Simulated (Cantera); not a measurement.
# Thermodynamics of silicon carbide growth, feed CH₃SiH₃ + C₃H₈ + H₂

Feed: 1 mol CH₃SiH₃, 0.084 mol C₃H₈, 52 mol H₂, at 952 °C and 75.0 Torr.

Equilibrium computed with Cantera from the NASA thermochemical tables; the gas is ideal and each condensed phase is pure. Candidate condensed phases: C, C₆H₆, C₇H₈, C₈H₁₈, Si, SiC; 87 gas species. The feed counts by its element totals alone. Equilibrium is a limit: real reactors are often held back by kinetics, nucleation or transport.

| Item | Result |
|---|---|
| x(H₂) | 0.999 |
| x(CH₄) | 0.00131 |
| n(C(graphite)) | 0.180 mol |
| n(SiC(s)) | 1.00 mol |
| gas amount | 55.26 mol |
| log10 activity of Si(s) (absent) | -2.71 |
